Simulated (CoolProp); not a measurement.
Vapour pressure (kPa) of toluene: the reference equation beside estimates from Tc = 591.7 K, pc = 4126 kPa, ω = 0.266. Clausius-Clapeyron is anchored at 441 K with a constant enthalpy of vaporisation of 29.40 kJ/mol.

Model: reference Helmholtz-energy equation of state, Lemmon 2006, in CoolProp. It is a short technical equation, of lower accuracy than the large ones.

| T (K) | reference | Lee-Kesler | Clausius-Clapeyron | Peng-Robinson |
|---|---|---|---|---|
| 441 | 405.3 | 408.1 | 405.3 | 404.5 |
| 450.4 | 490.0 | 494.2 | 479.1 | 489.6 |
| 459.8 | 587.5 | 593.1 | 562.6 | 587.7 |
| 469.2 | 698.9 | 706.0 | 656.3 | 700.0 |
| 478.6 | 825.4 | 834.0 | 761.0 | 827.8 |
| 488 | 968.3 | 978.4 | 877.4 | 972.4 |
| 497.4 | 1129 | 1140 | 1006 | 1135 |
| 506.8 | 1309 | 1321 | 1148 | 1318 |
| 516.2 | 1509 | 1523 | 1304 | 1521 |
| 525.7 | 1734 | 1749 | 1475 | 1750 |
| 535.1 | 1982 | 1996 | 1660 | 2001 |
| 544.5 | 2255 | 2270 | 1861 | 2278 |
| 553.9 | 2557 | 2571 | 2078 | 2582 |
| 563.3 | 2890 | 2903 | 2312 | 2916 |

Absolute difference from the reference over all 14 rows, mean and median: Lee-Kesler 0.8 and 0.9 %, Clausius-Clapeyron 11.0 and 11.6 %, Peng-Robinson 0.6 and 0.6 %.
